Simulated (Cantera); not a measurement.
An isothermal, constant-pressure homogeneous reactor starts with NO : N₂ = 1 : 10 (molar parts), at 1800 K and 0.133 bar. Integrator tolerance rtol = 1e-08.

Computed with Cantera and GRI-Mech 3.0 (53 species, 325 reactions).

Task: What does this change do: temperature 1800 to 1625 K?

Result: 
```
quantity                                           before                                    after
----------------  ---------------------------------------  ---------------------------------------
x(NO) at 10.0 s    0.0841 (gas-phase equilibrium 0.00211)   0.0899 (gas-phase equilibrium 0.00110)
x(O₂) at 10.0 s    0.00339 (gas-phase equilibrium 0.0444)  0.000470 (gas-phase equilibrium 0.0449)
x(N₂) at 10.0 s       0.912 (gas-phase equilibrium 0.953)      0.910 (gas-phase equilibrium 0.954)
x(N₂O) at 10.0 s  2.84e-6 (gas-phase equilibrium 4.87e-8)  2.89e-6 (gas-phase equilibrium 2.62e-8)
x(O) at 10.0 s    2.28e-5 (gas-phase equilibrium 7.06e-5)  1.94e-6 (gas-phase equilibrium 1.14e-5)
x(NO₂) at 10.0 s  1.08e-5 (gas-phase equilibrium 8.87e-7)  8.93e-6 (gas-phase equilibrium 6.98e-7)
```

Task: What does this change do: NO 1 to 3 parts?

Result: 
```tsv
quantity	before	after
x(NO) at 10.0 s	0.0841 (gas-phase equilibrium 0.00211)	0.193 (gas-phase equilibrium 0.00325)
x(O₂) at 10.0 s	0.00339 (gas-phase equilibrium 0.0444)	0.0189 (gas-phase equilibrium 0.114)
x(N₂) at 10.0 s	0.912 (gas-phase equilibrium 0.953)	0.788 (gas-phase equilibrium 0.883)
x(N₂O) at 10.0 s	2.84e-6 (gas-phase equilibrium 4.87e-8)	1.44e-5 (gas-phase equilibrium 7.22e-8)
x(O) at 10.0 s	2.28e-5 (gas-phase equilibrium 7.06e-5)	5.00e-5 (gas-phase equilibrium 0.000113)
x(NO₂) at 10.0 s	1.08e-5 (gas-phase equilibrium 8.87e-7)	5.44e-5 (gas-phase equilibrium 2.19e-6)
```
